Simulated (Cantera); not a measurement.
Input (Python, Cantera):

```python
import numpy as np
import cantera as ct

gas = ct.Solution("gri30.yaml", transport_model="mixture-averaged")
show = ['O', 'CH4', 'C2H2']

rows = []
print(f"{'T/K':>7s}{'rho':>11s}{'cp':>10s}{'mu':>11s}{'lambda':>11s}{'Pr':>7s}" + "".join(f"{'D_' + s:>11s}" for s in show))
for T in [400, 600, 800, 1000, 1200, 1400, 1600, 1800]:
    gas.TPX = T, 120000, {'CH3OH': 0.51}
    Pr = gas.cp_mass * gas.viscosity / gas.thermal_conductivity
    D = [gas.mix_diff_coeffs_mole[gas.species_index(s)] for s in show]
    rows.append([gas.density, gas.cp_mass, gas.viscosity, gas.thermal_conductivity, Pr, *D])
    print(f"{T:7g}{gas.density:11.4e}{gas.cp_mass:10.1f}{gas.viscosity:11.4e}"
          f"{gas.thermal_conductivity:11.4e}{Pr:7.3f}" + "".join(f"{d:11.4e}" for d in D))
print("SI units: kg/m3, J/kg/K, Pa s, W/m/K, m2/s")
```

Result:

```
    T/K        rho        cp         mu     lambda     Pr        D_O      D_CH4     D_C2H2
    400 1.1561e+00    1604.1 1.3101e-05 2.8202e-02  0.745 3.5405e-05 2.3800e-05 1.7200e-05
    600 7.7075e-01    2101.4 1.9689e-05 5.5467e-02  0.746 7.3475e-05 5.0546e-05 3.7171e-05
    800 5.7807e-01    2490.7 2.5767e-05 8.5885e-02  0.747 1.2141e-04 8.4606e-05 6.2888e-05
   1000 4.6245e-01    2798.1 3.1307e-05 1.1666e-01  0.751 1.7806e-04 1.2505e-04 9.3580e-05
   1200 3.8538e-01    3031.2 3.6380e-05 1.4673e-01  0.752 2.4266e-04 1.7125e-04 1.2874e-04
   1400 3.3032e-01    3214.4 4.1062e-05 1.7565e-01  0.751 3.1466e-04 2.2280e-04 1.6801e-04
   1600 2.8903e-01    3357.2 4.5424e-05 2.0324e-01  0.750 3.9366e-04 2.7937e-04 2.1112e-04
   1800 2.5692e-01    3468.1 4.9524e-05 2.2945e-01  0.749 4.7933e-04 3.4071e-04 2.5790e-04
SI units: kg/m3, J/kg/K, Pa s, W/m/K, m2/s
```

Cantera simulation using GRI-Mech 3.0 (53 species, 325 reactions); the numbers are that mechanism's predictions, not measurements. Polar gases are described roughly by these parameters. The composition is frozen, though it would react at the higher temperatures.
